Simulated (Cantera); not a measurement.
Charge: 1 mol B2H6, 7.4 mol O2, at 0.0490 bar.

These are equilibrium values from Cantera (NASA tables, ideal gas, pure condensed phases), not measurements of a reactor. Candidate condensed phases: B, B2O3, B3O3H3, H2O; 23 gas species. The feed counts by its element totals alone. Gases not in the tables: H3BO3. The numbers say what is thermodynamically allowed, not how fast it happens.

**Question.** At 1325 K, list the 5 most abundant gas species with their mole fractions, and the condensed phases.

**Answer.** O2 0.591, H2O 0.397, HBO2 0.0118, (HBO2)3 0.000420, OH 7.65e-5. Condensed: B2O3(l).
